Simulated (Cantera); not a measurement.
A perfectly stirred reactor is fed with CH4 : N2 : H2O = 1 : 15 : 0.25 (molar parts), at 760 Torr; it is held at 1800 K, and followed from long to short residence time.

Computed with Cantera and GRI-Mech 3.0 (53 species, 325 reactions). GRI-Mech 3.0 stops at C3 and has no aromatics, soot or wall deposition, so with more carbon than oxygen in the feed, carbon stays in small species such as C2H2 where larger ones or solid carbon would form.

One state of this run: x CH4 = 0.00433; x H2 = 0.0916; x C2H = 2.27e-7; x CH3 = 9.91e-5; x H = 0.000105. x: mole fraction; the columns are a selection and need not sum to one.

### Question
Which value of τ (s) does it belong to?
A. 0.46
B. 0.057
C. 1.3
D. 0.0024

### Answer
A, 0.46
